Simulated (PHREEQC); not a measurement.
LiOH is added in steps, without added water, to 1 kg of water holding 0.041 mol MnSO4, 0.0013 mol ZnCl2, 0.014 mol NaF and 0.0022 mol Na2SO4, at 14 °C. No oxygen is let in. No CO2 enters from the air. Precipitation was switched off in this run.

Base run: PHREEQC, ion-association model, wateq4f.dat. Each further column changes one thing. The table gives ZnSO4 (mol/kgw).

| LiOH added (mol) | base | diluted 5-fold with water | NaF from 0.014 to 0.0028 mol/kgw | Na2SO4 left out |
|---|---|---|---|---|
| 0 | 0.000495 | 7.47e-5 | 0.000521 | 0.000489 |
| 0.001031 | 0.000304 | 1.18e-7 | 0.000319 | 0.000300 |
| 0.002063 | 0.000125 | 9.95e-9 | 0.000131 | 0.000123 |
| 0.003438 | 5.33e-6 | 1.91e-9 | 5.63e-6 | 5.27e-6 |
| 0.004469 | 1.09e-6 | 7.98e-10 | 1.16e-6 | 1.08e-6 |
| 0.0055 | 4.26e-7 | 3.94e-10 | 4.51e-7 | 4.22e-7 |
| 0.006531 | 2.16e-7 | 2.20e-10 | 2.28e-7 | 2.14e-7 |
| 0.007562 | 1.26e-7 | 1.35e-10 | 1.33e-7 | 1.25e-7 |
| 0.008937 | 7.00e-8 | 7.84e-11 | 7.42e-8 | 6.95e-8 |
| 0.009969 | 4.82e-8 | 5.52e-11 | 5.10e-8 | 4.78e-8 |
| 0.011 | 3.45e-8 | 4.04e-11 | 3.65e-8 | 3.42e-8 |

In at least one series the solution becomes supersaturated in solids that the run did not let form, among them Pyrochroite, Zn(OH)2-e, Zn4(OH)6SO4, Zn5(OH)8Cl2. At this temperature some constants are extrapolated from 25 °C, and those without enthalpy data are left unchanged.
